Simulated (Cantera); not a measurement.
An isothermal, constant-pressure homogeneous reactor starts with 2.61 % C₂H₄, 96.5 % H₂, 0.887 % N₂, at 1850 K and 2.33 Torr.

Model: GRI-Mech 3.0 (53 species, 325 reactions), integrated in Cantera. GRI-Mech 3.0 was tuned for natural gas; its chemistry of ethylene as a main component is partial and can be far from experiment. GRI-Mech 3.0 stops at C3 and has no aromatics, soot or wall deposition, so with more carbon than oxygen in the feed, carbon stays in small species such as C2H2 where larger ones or solid carbon would form. Radical loss at walls, strong at low pressure, is not modelled.

Question: Predict: x(C₂H₄) at 20.0 s; x(H₂) at 20.0 s; x(C₂H) at 20.0 s; x(CH₄) at 20.0 s; x(C₂H₂) at 20.0 s.

Answer: x(C₂H₄) at 20.0 s: 1.27e-6 (gas-phase equilibrium 1.08e-6)
x(H₂) at 20.0 s: 0.957 (gas-phase equilibrium 0.957)
x(C₂H) at 20.0 s: 2.59e-6 (gas-phase equilibrium 2.34e-6)
x(CH₄) at 20.0 s: 7.45e-6 (gas-phase equilibrium 1.73e-5)
x(C₂H₂) at 20.0 s: 0.0253 (gas-phase equilibrium 0.0219)
